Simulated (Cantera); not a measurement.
A closed system holds: 1 mol PbO, 3.4 mol C, a varied amount of N2, 0.96 mol CH4, at 71000 Pa.

Cantera equilibrium calculation (NASA polynomials, part measured and part estimated; ideal gas, pure solids and liquids). Candidate condensed phases: C, C6H6, C7H8, C8H18, H2O, Pb, PbO, PbO2, Pb3O4; 139 gas species. Equilibrium is a limit: real reactors are often held back by kinetics, nucleation or transport.

Stable condensed phases, one row left out:

```
T in °C \ n(N2) in mol
         0.74  2.3  3.8  5.4  6.9  8.5   10   12   13
   1827     A    A    A    A    A    A    A    A    A
   1752     A    A    A    A    A    A    A    A    A
   1677     A    A    A    A    A    A    A    A    A
   1602     A    A    A    A    A    A    A    A    A
   1527     A    A    A    A    A    A    A    A    A
   1452     A    A    A    A    A    A    A    A    A
   1377     B    B    B    A    A    A    A    A    A
   1302     B    B    B    B    B    B    B    A    A
   1152     B    B    B    B    B    B    B    B    B
   1077     B    B    B    B    B    B    B    B    B
```

A: C; B: C + Pb.

### Question
Give the row for 1227 °C.

### Answer
0.74: C + Pb; 2.3: C + Pb; 3.8: C + Pb; 5.4: C + Pb; 6.9: C + Pb; 8.5: C + Pb; 10: C + Pb; 12: C + Pb; 13: C + Pb.
